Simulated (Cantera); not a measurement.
A closed system holds: 1 mol SiCl4, 9.7 mol H2, at 0.320 bar.

Method: chemical equilibrium by Gibbs-energy minimisation in Cantera with the NASA 1993 tables (ideal gas, pure condensed phases). Candidate condensed phases: Si; 19 gas species. The tables' values for SiCl3 are old estimates; treat these amounts as uncertain. Equilibrium is a limit: real reactors are often held back by kinetics, nucleation or transport.

x: gas mole fraction; nothing condenses.

```tsv
T (K)	x H2	x SiCl4	x HCl	x SiHCl3	x SiH2Cl2
625	0.905	0.0915	0.00200	0.00200	2.36e-6
650	0.904	0.0909	0.00259	0.00258	4.25e-6
675	0.903	0.0902	…	…	…
700	0.902	0.0894	0.00407	0.00405	1.21e-5
725	0.902	0.0885	0.00498	0.00494	1.92e-5
750	0.901	0.0875	…	…	…
775	0.899	0.0864	0.00714	0.00704	4.43e-5
800	0.898	0.0851	0.00838	0.00824	6.45e-5
825	0.897	0.0838	0.00974	0.00954	9.16e-5
850	0.895	0.0824	0.0112	0.0109	0.000127
875	0.894	0.0808	0.0128	0.0124	0.000173
900	0.892	0.0792	0.0145	0.0139	0.000231
925	0.890	0.0775	0.0162	0.0154	0.000302
```

Q: Some entries are withheld; supply them.

A: 
- 675, x HCl: 0.00328
- 675, x SiHCl3: 0.00326
- 675, x SiH2Cl2: 7.30e-6
- 750, x HCl: 0.00600
- 750, x SiHCl3: 0.00594
- 750, x SiH2Cl2: 2.96e-5
